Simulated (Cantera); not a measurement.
Feed: 1 mol PbO, 3.9 mol H₂, 85 mol N₂, held at 27.0 mbar.

Equilibrium computed with Cantera from the NASA thermochemical tables; the gas is ideal and each condensed phase is pure. Candidate condensed phases: H₂O, Pb, PbO, PbO₂, Pb₃O₄; 27 gas species. The numbers say what is thermodynamically allowed, not how fast it happens.

log p: log10 of the partial pressure in bar; n: condensed amount in mol.

```
T (°C)  log p N₂  log p H₂  log p H₂O    log p Pb     log p H   log p PbO     n Pb(l)
------  --------  --------  ---------  ----------  ----------  ----------  ----------
402        -1.59     -3.06      -3.52       -9.47        <-13        <-13       1.000
477        -1.59     -3.06      -3.52       -8.02        <-13        <-13       1.000
552        -1.59     -3.06      -3.52       -6.84      -12.63        <-13       1.000
627        -1.59     -3.06      -3.52       -5.86      -11.46      -12.59       0.995
702        -1.59     -3.06      -3.52  (withheld)  (withheld)  (withheld)       0.970
777        -1.59     -3.06      -3.52  (withheld)  (withheld)  (withheld)  (withheld)
852        -1.59     -3.06      -3.52       -3.72       -8.88       -9.03       0.373
927        -1.59     -3.06      -3.52       -3.52       -8.23       -8.48           0
1002       -1.59     -3.06      -3.52       -3.52       -7.66       -8.16           0
1077       -1.59     -3.06      -3.52       -3.52       -7.15       -7.88           0
1152       -1.59     -3.06      -3.52       -3.52       -6.70       -7.63           0
1227       -1.59     -3.06      -3.52       -3.52       -6.28       -7.40           0
1302       -1.59     -3.06      -3.52       -3.52       -5.91       -7.20           0
```

What belongs in the gaps?


- 702, log p Pb: -5.04
- 702, log p H: -10.47
- 702, log p PbO: -11.22
- 777, log p Pb: -4.33
- 777, log p H: -9.62
- 777, log p PbO: -10.05
- 777, n Pb(l): 0.847
